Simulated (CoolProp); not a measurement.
The numbers come from the reference Helmholtz-energy equation of state, Lemmon 2013 in CoolProp.

**Question.** For propylene, give the phase and the Z, expansivity (1/kK), Prandtl number at 190 K and 1.01 bar.

**Answer.** 
- 190 K and 1.01 bar: liquid; Z 0.00412, expansivity 1.77, Prandtl number 3.99

Viscosity comes from a separate model (Huber 2003), an estimate that may be off by 10 % or more. Thermal conductivity comes from a separate model (Huber 2003), an estimate that may be off by 10 % or more.
